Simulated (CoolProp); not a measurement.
Vapour-liquid equilibrium of R113 (1) + n-heptane (2) at 80.55 °C; x and y are mole fractions of (1).

Model: multi-fluid Helmholtz-energy mixture model, Marx 1992 and Span 2003; pair parameters Bell 2016, in CoolProp.

### Question
Give the bubble pressure and the first vapour's composition at x = 0.05, 0.15, 0.45. Is there an azeotrope?

### Answer
x = 0.05: 0.07146 MPa, y = 0.220; x = 0.15: 0.09722 MPa, y = 0.478; x = 0.45: 0.1652 MPa, y = 0.785. No azeotrope shows between x = 0.05 and 0.95.

The pair parameters rest on a limited set of measurements; away from them the model extrapolates.
